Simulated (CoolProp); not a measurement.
R114 at 426.32 K and 4.26 MPa is throttled through a valve to 0.936 MPa with no heat exchange. Each further row changes one setting.

Values from CoolProp's reference Helmholtz-energy equation of state, Platzer 1990. This equation is an older, rougher fit; its heat capacities, sound speeds and derivatives of the liquid may be far off and weren't checked against measurements.

```
case                       temperature change (K)                       final phase  final density (kg/m³)
-------------------------  ----------------------  --------------------------------  ---------------------
as stated                                   -72.9  two-phase, vapour fraction 0.903                   75.5
outlet pressure 0.281 MPa                   -97.5                               gas                   18.8
outlet pressure 1.22 MPa                    -60.6  two-phase, vapour fraction 0.832                    109
```
